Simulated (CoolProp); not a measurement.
Ethanol along the isotherm 565.3 K: Z from the reference equation and from simpler models built on Tc = 514.7 K, pc = 6268 kPa, ω = 0.644; each cubic takes its own stable root.

Model: reference Helmholtz-energy equation of state, Schroeder 2014, in CoolProp.

```json
[
 {"p (kPa)": "392", "phase": "gas", "reference": "0.9881", "Pitzer virial": "0.9849", "van der Waals": "0.9851", "Redlich-Kwong": "0.9836"},
 {"p (kPa)": "783", "phase": "gas", "reference": "0.9760", "Pitzer virial": "0.9698", "van der Waals": "0.9698", "Redlich-Kwong": "0.9671"},
 {"p (kPa)": "1180", "phase": "gas", "reference": "0.9635", "Pitzer virial": "[?]", "van der Waals": "0.9540", "Redlich-Kwong": "0.9499"},
 {"p (kPa)": "1570", "phase": "gas", "reference": "0.9509", "Pitzer virial": "0.9395", "van der Waals": "0.9379", "Redlich-Kwong": "[?]"},
 {"p (kPa)": "1960", "phase": "gas", "reference": "0.9381", "Pitzer virial": "[?]", "van der Waals": "0.9215", "Redlich-Kwong": "0.9152"},
 {"p (kPa)": "2350", "phase": "gas", "reference": "0.9249", "Pitzer virial": "0.9094", "van der Waals": "[?]", "Redlich-Kwong": "0.8973"},
 {"p (kPa)": "2740", "phase": "gas", "reference": "0.9115", "Pitzer virial": "0.8944", "van der Waals": "0.8871", "Redlich-Kwong": "0.8790"},
 {"p (kPa)": "3130", "phase": "gas", "reference": "0.8976", "Pitzer virial": "0.8793", "van der Waals": "0.8690", "Redlich-Kwong": "[?]"}
]
```

Task: Fill in the missing entries.

Result: 
- 1180, Pitzer virial: 0.9545
- 1570, Redlich-Kwong: 0.9327
- 1960, Pitzer virial: 0.9244
- 2350, van der Waals: 0.9045
- 3130, Redlich-Kwong: 0.8603
